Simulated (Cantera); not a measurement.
A Cantera script and its output.

```python
import numpy as np
import cantera as ct

gas = ct.Solution("gri30.yaml")


def delay(T, t_max=10):
    gas.TPX = T, 100000, {'CH3OH': 1, 'O2': 1.36, 'N2': 5.13, 'CO2': 0.96}
    reactor = ct.IdealGasConstPressureReactor(gas, clone=False)
    net = ct.ReactorNet([reactor])
    net.rtol, net.atol = 1e-8, 1e-16
    while net.time < t_max:
        t_old, T_old = net.time, reactor.T
        net.step()
        if reactor.T > T + 400:  # ignition: a rise of 400 K
            return t_old + (T + 400 - T_old) / (reactor.T - T_old) * (net.time - t_old)
    return np.nan


taus = []
for T in [1275, 1375, 1475, 1575, 1675, 1775]:
    taus.append(delay(T))
    print(f"T0 = {T:6g} K   tau = {taus[-1]:.4e} s")
```

Output:

```
T0 =   1275 K   tau = 2.9693e-03 s
T0 =   1375 K   tau = 8.1620e-04 s
T0 =   1475 K   tau = 2.8339e-04 s
T0 =   1575 K   tau = 1.1893e-04 s
T0 =   1675 K   tau = 5.7615e-05 s
T0 =   1775 K   tau = 3.1122e-05 s
```

Cantera simulation using GRI-Mech 3.0 (53 species, 325 reactions); the numbers are that mechanism's predictions, not measurements. GRI-Mech 3.0 was tuned for natural gas; its chemistry of methanol as a main component is partial and can be far from experiment.
